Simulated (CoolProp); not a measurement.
The numbers come from the reference Helmholtz-energy equation of state, Smukala 2000 in CoolProp.

Problem. For ethylene, give the phase and the density (kg/m³), cp (kJ/(kg K)), cv (kJ/(kg K)), Joule-Thomson coefficient (K/MPa) at 150.7 K and 0.0432 MPa.

Solution. 
- 150.7 K and 0.0432 MPa: liquid; density 594, cp 2.40, cv 1.43, Joule-Thomson coefficient -0.459
